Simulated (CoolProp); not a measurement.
Vapour-liquid equilibrium of propane (1) + sulfur dioxide (2) at 1680 kPa; x and y are mole fractions of (1).

Computed with CoolProp (multi-fluid Helmholtz-energy mixture model, Lemmon 2009 and Gao 2016; pair parameters Bell 2016).

```csv
x,bubble temperature (°C),y at the bubble point,dew temperature at overall composition x (°C),liquid density (mol/L)
0.05,…,0.274,…,18.59
0.2,46.9,0.549,67.3,16.98
0.35,44.1,…,59.2,15.09
0.5,43.0,0.622,50.0,13.52
0.65,42.3,0.668,…,12.29
0.8,…,0.754,43.7,11.33
0.95,46.6,0.917,47.6,10.50
```

### Question
Complete the blanks.

### Answer

- 0.05, bubble temperature (°C): 63.4
- 0.05, dew temperature at overall composition x (°C): 74.7
- 0.35, y at the bubble point: 0.595
- 0.65, dew temperature at overall composition x (°C): 42.5
- 0.8, bubble temperature (°C): 42.9

y crosses x between x = 0.65 and 0.8: the model has an azeotrope there.

Pair parameters are fitted to limited data, so mixtures are less certain than the pure fluids. With so large a gap from Raoult's law the liquid may split in two, which this calculation doesn't test in full.
